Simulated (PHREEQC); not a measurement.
0.032 g of hydrous ferric oxide (600 m²/g; 0.2 weak and 0.005 strong sites per Fe, Dzombak-Morel constants, diffuse double layer) in 1 kg of water with 0.05 mol/kgw of an inert sodium salt and 2.6e-07 mol/kgw Na2SeO4, at 25 °C; the pH is set by adding NaOH or the inert anion's acid. O2 is buffered at 0.21 atm. The system is closed to CO2. No solid was allowed to form.

Base run: PHREEQC, ion-association model, wateq4f.dat. Each further column changes one thing. The table gives surface charge σ (C/m²).

| pH | base | background salt from 0.05 to 0.005 mol/kgw | oxide from 0.032 to 0.16 g/kgw |
|---|---|---|---|
| 4 | 0.292 | … | 0.293 |
| 5 | 0.180 | 0.089 | 0.180 |
| 6 | 0.089 | … | 0.089 |
| 6.5 | 0.057 | 0.022 | 0.057 |
| 7.5 | 0.017 | … | 0.017 |
| 8.5 | -0.010 | … | -0.010 |
| 9.5 | -0.046 | … | -0.046 |
| 10 | -0.074 | -0.030 | -0.074 |
| 11 | -0.158 | … | -0.158 |
| 12 | -0.281 | -0.215 | -0.281 |

Q: Some entries are withheld; supply them.

A: 
- 4, background salt from 0.05 to 0.005 mol/kgw: 0.181
- 6, background salt from 0.05 to 0.005 mol/kgw: 0.037
- 7.5, background salt from 0.05 to 0.005 mol/kgw: 0.006
- 8.5, background salt from 0.05 to 0.005 mol/kgw: -0.004
- 9.5, background salt from 0.05 to 0.005 mol/kgw: -0.018
- 11, background salt from 0.05 to 0.005 mol/kgw: -0.081
